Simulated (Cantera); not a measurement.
An adiabatic, constant-pressure homogeneous reactor starts with CH3OH : O2 : N2 : H2O = 1 : 0.75 : 2.82 : 0.52 (molar parts), at 1375 K and 1.00 bar.

Model: GRI-Mech 3.0 (53 species, 325 reactions), integrated in Cantera. GRI-Mech 3.0 was tuned for natural gas; its chemistry of methanol as a main component is partial and can be far from experiment.

x: mole fraction; the columns are a selection and need not sum to one.

```tsv
t (s)	T (K)	x CH3OH	x O2	x H2O	x C2H4	x C2H2	x O	x NO2
7.00e-6	1375	0.196	0.147	0.102	7.11e-11	<1e-12	2.70e-9	<1e-12
2.06e-5	1375	0.196	0.147	0.102	6.46e-10	1.02e-12	2.94e-9	<1e-12
6.08e-5	1375	0.196	0.147	0.102	[?]	3.11e-12	3.55e-9	<1e-12
0.000179	1375	0.195	0.147	0.103	[?]	1.02e-11	7.70e-9	<1e-12
0.000528	1615	0.0865	0.0881	0.171	[?]	2.70e-9	4.89e-6	2.87e-11
0.00156	2395	<1e-12	9.96e-5	0.270	<1e-12	<1e-12	0.000106	4.95e-10
0.00458	2404	<1e-12	6.94e-5	0.271	<1e-12	<1e-12	7.44e-5	8.77e-10
0.0135	2404	<1e-12	6.91e-5	0.271	<1e-12	<1e-12	7.41e-5	1.88e-9
0.0398	2403	<1e-12	6.84e-5	0.271	<1e-12	<1e-12	7.35e-5	3.75e-9
0.117	2403	<1e-12	6.82e-5	0.271	<1e-12	<1e-12	7.32e-5	4.62e-9
0.346	2403	<1e-12	6.82e-5	0.271	<1e-12	<1e-12	7.32e-5	4.64e-9
1.02	2403	<1e-12	6.82e-5	0.271	<1e-12	<1e-12	7.32e-5	4.64e-9
3.00	2403	<1e-12	6.82e-5	0.271	<1e-12	<1e-12	7.32e-5	4.64e-9
```

What belongs in the gaps?


- 6.08e-5, x C2H4: 3.09e-9
- 0.000179, x C2H4: 8.19e-9
- 0.000528, x C2H4: 7.70e-8
